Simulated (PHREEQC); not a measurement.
A solution holds 0.0049 mol Na2SiO3 and 0.087 mol K2HPO4 per kg of water, at 25 °C. Closed to the air; pH follows from the charge balance.

Model: ion-association model, phreeqc.dat, run in PHREEQC.

Each row changes one thing in this solution. Precipitation was switched off in this run.

```
case                                       pH  ionic strength (mol/kgw)  Na+ (mol/kgw)  H3SiO4- (mol/kgw)  H4SiO4 (mol/kgw)  SI of SiO2(a) (SiO2)
--------------------------------------  -----  ------------------------  -------------  -----------------  ----------------  --------------------
as made                                 10.36                     0.268        0.00943            0.00409          0.000798                 -0.36
K2HPO4 left out                         11.63                   0.00998            ___            0.00465           6.67e-5                 -1.46
0.032 mol/kgw H3PO4 added                6.83                     0.238        0.00949            7.25e-6           0.00489                 +0.43
diluted 2-fold with water               10.47                       ___        0.00478                ___          0.000351                 -0.73
Na2SiO3 from 0.0049 to 0.00735 mol/kgw  10.52                     0.278            ___            0.00645          0.000865                 -0.32
```

Problem. Complete the blanks.

Solution. 
- K2HPO4 left out, Na+ (mol/kgw): 0.00980
- diluted 2-fold with water, ionic strength (mol/kgw): 0.136
- diluted 2-fold with water, H3SiO4- (mol/kgw): 0.00209
- Na2SiO3 from 0.0049 to 0.00735 mol/kgw, Na+ (mol/kgw): 0.0142

Species that the database lacks are ignored. Some of these states are supersaturated (in Quartz (slow to form), Chalcedony (slow to form), SiO2(a), for instance).
